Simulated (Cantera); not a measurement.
A closed system holds: 1 mol B₂O₃, 1 mol H₂O, at 1950 K and 7.10 mbar.

These are equilibrium values from Cantera (NASA tables, ideal gas, pure condensed phases), not measurements of a reactor. Candidate condensed phases: B, B₂O₃, B₃O₃H₃, H₂O; 23 gas species. Kinetics and transport are ignored.

Base state: HBO₂ 0.602, B₂O₃ 0.190, H₂O 0.184, H₂ 0.00931, BO₂ 0.00931, OH 0.00235, O₂ 0.00210, H 0.00131 (mole fractions); condensed: gas only.

### Question
What changes in the equilibrium state with this change: temperature from 1950 K to 2050 K?

### Answer
| species | before | after |
|---|---|---|
| HBO₂ | 0.602 | 0.571 |
| B₂O₃ | 0.190 | 0.197 |
| H₂O | 0.184 | 0.186 |
| BO₂ | 0.00931 | 0.0162 |
| H₂ | 0.00931 | 0.0156 |
| BO | 0.000305 | 0.000937 |
| O | 0.000245 | 0.000685 |
| H | 0.00131 | 0.00336 |
